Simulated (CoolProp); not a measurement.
Vapour-liquid equilibrium of trans-2-butene (1) + acetone (2) at 0.342 MPa; x and y are mole fractions of (1).

The numbers come from the multi-fluid Helmholtz-energy mixture model, Lemmon 2005 and Lemmon 2006; pair parameters Bell 2016 in CoolProp.

| x | bubble temperature, mixture model (K) | bubble temperature, Raoult's law (K) | y, mixture model | y, Raoult's law |
|---|---|---|---|---|
| 0.05 | 357.9 | 364.2 | 0.291 | 0.184 |
| 0.125 | 344.1 | 356.6 | 0.550 | 0.391 |
| 0.2 | 334.7 | 349.9 | 0.683 | 0.541 |
| 0.275 | 328.4 | 344.1 | 0.757 | 0.652 |
| 0.35 | 324.2 | 339.0 | 0.801 | 0.734 |
| 0.425 | 321.3 | 334.4 | 0.830 | 0.798 |
| 0.5 | 319.2 | 330.2 | 0.851 | 0.847 |
| 0.575 | 317.6 | 326.5 | 0.867 | 0.885 |
| 0.65 | 316.2 | 323.1 | 0.883 | 0.916 |
| 0.725 | 315.0 | 320.1 | 0.899 | 0.941 |
| 0.8 | 313.8 | 317.2 | 0.917 | 0.961 |
| 0.875 | 312.6 | 314.6 | 0.940 | 0.978 |
| 0.95 | 311.5 | 312.2 | 0.972 | 0.992 |

The largest gap from Raoult's law is -15.7 K in bubble temperature, at x = 0.275. No azeotrope shows between x = 0.05 and 0.95.

The pair parameters rest on a limited set of measurements; away from them the model extrapolates. With so large a gap from Raoult's law the liquid may split in two, which this calculation doesn't test in full.
